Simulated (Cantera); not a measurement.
An adiabatic, constant-pressure homogeneous reactor starts with H2 : O2 : N2 : H2O = 1 : 0.5 : 5 : 0.2 (molar parts), equivalence ratio 1.0, at 1798 K and 1280 Torr. Integrator tolerance rtol = 1e-08.

Cantera simulation using the H2/O2 subset of GRI-Mech 3.0, which has no nitrogen chemistry; the numbers are that mechanism's predictions, not measurements.

Task: What does this change do: H2 1 to 2.2 parts?

Result: 
| quantity | before | after |
|---|---|---|
| time of steepest temperature rise | 6.90 µs | 6.56 µs |
| temperature at 0.400 s | 2623 K | 2586 K |
| equilibrium temperature | 2623 K | 2586 K |
| x(H2) at 0.400 s | 0.0170 (gas-phase equilibrium 0.0170) | 0.157 (gas-phase equilibrium 0.157) |
| x(O2) at 0.400 s | 0.00630 (gas-phase equilibrium 0.00630) | 4.81e-5 (gas-phase equilibrium 4.81e-5) |
| x(H2O) at 0.400 s | 0.167 (gas-phase equilibrium 0.167) | 0.158 (gas-phase equilibrium 0.158) |
| x(O) at 0.400 s | 0.00158 (gas-phase equilibrium 0.00158) | 0.000117 (gas-phase equilibrium 0.000117) |
| x(OH) at 0.400 s | 0.00983 (gas-phase equilibrium 0.00983) | 0.00255 (gas-phase equilibrium 0.00255) |
| x(HO2) at 0.400 s | 2.06e-6 (gas-phase equilibrium 2.06e-6) | 4.75e-8 (gas-phase equilibrium 4.75e-8) |

Task: What does this change do: pressure from 1280 Torr to 2030 Torr?

Result: 
```csv
quantity,before,after
time of steepest temperature rise,6.90 µs,4.45 µs
temperature at 0.400 s,2623 K,2643 K
equilibrium temperature,2623 K,2643 K
x(H2) at 0.400 s,0.0170 (gas-phase equilibrium 0.0170),0.0156 (gas-phase equilibrium 0.0156)
x(O2) at 0.400 s,0.00630 (gas-phase equilibrium 0.00630),0.00575 (gas-phase equilibrium 0.00575)
x(H2O) at 0.400 s,0.167 (gas-phase equilibrium 0.167),0.169 (gas-phase equilibrium 0.169)
x(O) at 0.400 s,0.00158 (gas-phase equilibrium 0.00158),0.00131 (gas-phase equilibrium 0.00131)
x(OH) at 0.400 s,0.00983 (gas-phase equilibrium 0.00983),0.00912 (gas-phase equilibrium 0.00912)
x(HO2) at 0.400 s,2.06e-6 (gas-phase equilibrium 2.06e-6),2.28e-6 (gas-phase equilibrium 2.28e-6)
```
The hydrogen kinetics of GRI-Mech 3.0 are dated; newer H2 mechanisms differ, most at raised pressure.
